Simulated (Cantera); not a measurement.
Charge: 1 mol AlCl₃, 110 mol NH₃, 17 mol N₂, at 44.0 mbar.

Method: chemical equilibrium by Gibbs-energy minimisation in Cantera with the NASA 1993 tables (ideal gas, pure condensed phases). Candidate condensed phases: Al, AlCl₃, AlN, NH₄Cl; 20 gas species. The numbers say what is thermodynamically allowed, not how fast it happens.

### Question
At 827 °C, list the 4 most abundant gas species with their mole fractions, and the condensed phases.

### Answer
H₂ 0.687, N₂ 0.300, HCl 0.0124, AlCl₃ 7.49e-5. Condensed: AlN(s).
